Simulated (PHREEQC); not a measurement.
A solution holds 3.5 mmol/kgw HNO3, 69 mmol/kgw CuSO4 and 0.55 mmol/kgw MnSO4, at 25 °C. Closed to the air; pH follows from the charge balance.

Model: ion-association model, wateq4f.dat, run in PHREEQC.

Task: The ionic strength comes out as 0.153 mol/kgw. What activity coefficients do SO4-2, Cu+2, H+, Mn+2, HSO4- get?

Result: SO4-2 0.32, Cu+2 0.35, H+ 0.81, Mn+2 0.35, HSO4- 0.75.

Precipitation was switched off in this run. Species that the database lacks are ignored.
